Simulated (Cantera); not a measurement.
A closed system holds: 1 mol HMDSO, 16 mol NO, 19 mol N₂, equilibrated at 500 K and 750 Pa.

Method: chemical equilibrium by Gibbs-energy minimisation in Cantera with the NASA 1993 tables (ideal gas, pure condensed phases). Candidate condensed phases: C, C₆H₆, C₇H₈, C₈H₁₈, H₂O, Si, SiC, SiO₂, Si₂N₂O, Si₃N₄; 151 gas species. The feed counts by its element totals alone. Equilibrium is a limit: real reactors are often held back by kinetics, nucleation or transport.

Problem. What is the equilibrium state?

Solution. 
| Property | Value |
|---|---|
| x(N₂) | 0.699 |
| x(H₂O) | 0.157 |
| x(CO₂) | 0.0897 |
| x(H₂) | 0.0336 |
| x(CH₄) | 0.0212 |
| x(CO) | 0.000140 |
| x(NH₃) | 1.23e-5 |
| n(C(graphite)) | 1.71 mol |
| n(SiO₂(α-quartz)) | 2.00 mol |
| gas amount | 38.65 mol |
| log10 activity of C₇H₈(l) (absent) | -33.60 |
| log10 activity of Si(s) (absent) | -41.19 |
